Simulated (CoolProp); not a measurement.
Vapour-liquid equilibrium of n-butane (1) + R113 (2) at 234 kPa; x and y are mole fractions of (1).

Computed with CoolProp (multi-fluid Helmholtz-energy mixture model, Bücker 2006 and Marx 1992; pair parameters Bell 2016).

```
x     bubble temperature, mixture model (K)  bubble temperature, Raoult's law (K)  y, mixture model  y, Raoult's law
----  -------------------------------------  ------------------------------------  ----------------  ---------------
0.05                                  342.6                                 343.5             0.183            0.174
0.15                                  332.8                                 334.8             0.440            0.426
0.25                                  325.1                                 327.6             0.602            0.594
0.35                                  319.0                                 321.5             0.709            0.711
0.45                                  314.1                                 316.3             0.785            0.795
0.55                                  310.0                                 311.8             0.842            0.857
0.65                                  306.6                                 307.8             0.886            0.903
0.75                                  303.5                                 304.3             0.923            0.939
0.85                                  300.7                                 301.1             0.956            0.968
0.95                                  298.2                                 298.2             0.986            0.990
```

The largest gap from Raoult's law is -2.5 K in bubble temperature, at x = 0.35. No azeotrope shows between x = 0.05 and 0.95.

The pair parameters rest on a limited set of measurements; away from them the model extrapolates.
